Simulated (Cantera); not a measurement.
Input: 1 mol FeS2, 0.11 mol H2S, 2.3 mol H2O, 0.87 mol SO3, equilibrated at 1025 °C and 1.10 bar.

Equilibrium computed with Cantera from the NASA thermochemical tables; the gas is ideal and each condensed phase is pure. Candidate condensed phases: Fe, FeO, Fe(OH)2, Fe(OH)3, FeS, FeSO4, FeS2, Fe2O3, Fe2(SO4)3, Fe3O4, H2O, H2SO4, S; 22 gas species. FeS: taken at fixed stoichiometry. Gases not in the tables: S3 to S7. Equilibrium is a limit: real reactors are often held back by kinetics, nucleation or transport.

Base state: H2O 0.564, SO2 0.329, S2 0.0644, H2S 0.0283, H2 0.00946, S2O 0.00394, SO 0.000534, SH 0.000158 (mole fractions); condensed: FeS(s).

Task: What changes in the equilibrium state with this change: pressure from 1.10 bar to 15.0 bar?

Result: 
| species | before | after |
|---|---|---|
| H2O | 0.564 | 0.556 |
| SO2 | 0.329 | 0.336 |
| S2 | 0.0644 | 0.0518 |
| H2S | 0.0283 | 0.0451 |
| H2 | 0.00946 | 0.00455 |
| SO | 0.000534 | 0.000266 |
| S2O | 0.00394 | 0.00649 |
| FeS(s), mol | 1.000 | 1.000 |
